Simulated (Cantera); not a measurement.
What does this Cantera script print?

```python
import numpy as np
import cantera as ct

gas = ct.Solution("gri30.yaml")
gas.TPX = 1175, 79000, {'N2O': 0.39, 'N2': 1.1}
reactor = ct.IdealGasConstPressureReactor(gas, energy="off", clone=False)
net = ct.ReactorNet([reactor])
net.rtol, net.atol = 1e-08, 1e-18
show = ['N2O', 'NO', 'NO2', 'N2', 'O2']
times = np.geomspace(5e-06, 70, 15)

steps = ct.SolutionArray(gas, extra=["t"])
rows = []
print(f"{'t/s':>10s}{'T/K':>9s}{'P/Pa':>11s}" + "".join(f"{s:>11s}" for s in show))
for t in times:
    while net.time < t:
        t_next = net.step()
        steps.append(gas.state, t=t_next)
    rows.append([np.interp(t, steps.t, y) for y in (steps.T, steps.P, *steps(*show).X.T)])
    print(f"{t:10.3e}{rows[-1][0]:9.1f}{rows[-1][1]:11.4g}" + "".join(f"{x:11.3e}" for x in rows[-1][2:]))
rate = np.gradient(steps.T, steps.t)
print("integrator steps:", len(steps.t))
if steps.T.max() > steps.T[0] + 200:
    print(f"time of steepest temperature rise: {steps.t[rate.argmax()]:.4e} s")
gas.TPX = 1175, 79000, {'N2O': 0.39, 'N2': 1.1}
gas.equilibrate("TP")
print(f"equilibrium (TP): T = {gas.T:.1f} K  " + "  ".join(f"{s} {gas[s].X[0]:.3e}" for s in show))
```

Result:

```
       t/s      T/K       P/Pa        N2O         NO        NO2         N2         O2
 5.000e-06   1175.0    7.9e+04  2.617e-01  2.712e-09  2.011e-16  7.383e-01  1.292e-08
 1.620e-05   1175.0    7.9e+04  2.617e-01  2.532e-08  1.726e-14  7.383e-01  1.206e-07
 5.246e-05   1175.0    7.9e+04  2.617e-01  1.924e-07  9.921e-13  7.383e-01  9.166e-07
 1.699e-04   1175.0    7.9e+04  2.617e-01  9.882e-07  2.610e-11  7.383e-01  4.707e-06
 5.505e-04   1175.0    7.9e+04  2.617e-01  3.696e-06  3.636e-10  7.383e-01  1.761e-05
 1.783e-03   1175.0    7.9e+04  2.616e-01  1.247e-05  4.079e-09  7.383e-01  5.939e-05
 5.776e-03   1175.0    7.9e+04  2.613e-01  4.081e-05  4.145e-08  7.385e-01  1.946e-04
 1.871e-02   1175.0    7.9e+04  2.602e-01  1.321e-04  3.702e-07  7.391e-01  6.309e-04
 6.060e-02   1175.0    7.9e+04  2.567e-01  4.228e-04  2.480e-06  7.409e-01  2.028e-03
 1.963e-01   1175.0    7.9e+04  2.458e-01  1.322e-03  1.076e-05  7.465e-01  6.387e-03
 6.358e-01   1175.0    7.9e+04  2.144e-01  3.855e-03  3.445e-05  7.627e-01  1.895e-02
 2.060e+00   1175.0    7.9e+04  1.430e-01  9.249e-03  8.506e-05  7.999e-01  4.780e-02
 6.671e+00   1175.0    7.9e+04  4.926e-02  1.487e-02  1.384e-04  8.493e-01  8.638e-02
 2.161e+01   1175.0    7.9e+04  4.021e-03  1.607e-02  1.559e-04  8.740e-01  1.058e-01
 7.000e+01   1175.0    7.9e+04  3.718e-06  1.602e-02  1.936e-04  8.763e-01  1.075e-01
integrator steps: 1004
equilibrium (TP): T = 1175.0 K  N2O 8.525e-09  NO 1.272e-04  NO2 1.598e-06  N2 8.842e-01  O2 1.157e-01
```

Cantera simulation using GRI-Mech 3.0 (53 species, 325 reactions); the numbers are that mechanism's predictions, not measurements. GRI-Mech 3.0 was tuned for natural gas; its chemistry of N2O as a main component is partial and can be far from experiment. The mechanism lacks the step 2 NO + O2 → 2 NO2, which can matter for NO2 below about 1400 K. The temperature is held fixed by assumption; the heat of reaction is taken as removed at once.
